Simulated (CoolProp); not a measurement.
Properties of n-heptane along the isobar 0.756 MPa (Tc = 541.2 K, pc = 2.774 MPa, ω = 0.349).

Computed with CoolProp (reference Helmholtz-energy equation of state, Span 2003). It is a short technical equation, of lower accuracy than the large ones.

| T (K) | phase | density (kg/m³) | expansivity (1/kK) | viscosity (µPa s) |
|---|---|---|---|---|
| 329.2 | liquid | 653.7 | 1.333 | 288 |
| 337.9 | liquid | 646.1 | 1.367 | 266 |
| 346.6 | liquid | 638.3 | 1.405 | 246 |
| 355.3 | liquid | ? | 1.447 | 229 |
| 364 | liquid | ? | 1.494 | ? |
| 372.7 | liquid | 614.3 | 1.546 | 198 |
| 381.4 | liquid | 605.9 | 1.605 | 184 |
| 390.1 | liquid | 597.3 | 1.671 | 172 |
| 398.8 | liquid | 588.5 | 1.746 | 161 |
| 407.5 | liquid | 579.4 | 1.832 | 150 |
| 416.2 | liquid | 570.0 | 1.932 | 140 |
| 425 | liquid | 560.1 | 2.051 | 131 |
| 433.7 | liquid | 549.9 | 2.191 | 122 |

Question: Complete the blanks.

Answer: 
- 355.3, density (kg/m³): 630.5
- 364, density (kg/m³): 622.4
- 364, viscosity (µPa s): 212

Viscosity comes from a separate model (Michailidou 2014).
